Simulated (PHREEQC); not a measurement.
1 kg of water holding 0.085 mmol/kgw CaSO4, 5.4 mmol/kgw MgBr2, 7 mmol/kgw KCl and 4.2 mmol/kgw NaBr is evaporated at 20 °C; the solids stay in contact with the brine. CO2 from the air is kept out. Only these solids could form: Arcanite, Bischofite, Bloedite, Brucite, Carnallite, Epsomite, Glaserite, Glauberite, Gypsum, Anhydrite, Halite, Hexahydrite, Kainite, Kieserite, Leonite, Mirabilite, Misenite, Polyhalite, Portlandite, Schoenite, Sylvite, Syngenite, Thenardite, MgCl2_4H2O.

Model: Pitzer model, pitzer.dat, run in PHREEQC.

| water left (kg) | ionic strength | water activity | Na in solution (mol/kgw) | Br in solution (mol/kgw) |
|---|---|---|---|---|
| 1 | 0.0277 | 0.999 | 0.00420 | 0.0150 |
| 0.5552 | 0.0500 | 0.999 | 0.00756 | 0.0270 |
| 0.3082 | 0.0900 | 0.998 | 0.0136 | 0.0487 |
| 0.1711 | 0.162 | 0.996 | 0.0245 | 0.0876 |
| 0.09502 | 0.292 | 0.993 | 0.0442 | 0.158 |
| 0.05275 | 0.526 | 0.988 | 0.0796 | 0.284 |
| 0.0293 | 0.947 | 0.978 | 0.143 | 0.512 |
| 0.01627 | 1.70 | 0.959 | 0.258 | 0.922 |
| 0.00903 | 3.07 | 0.919 | 0.465 | 1.66 |
| 0.005012 | 5.53 | 0.829 | 0.838 | 2.99 |
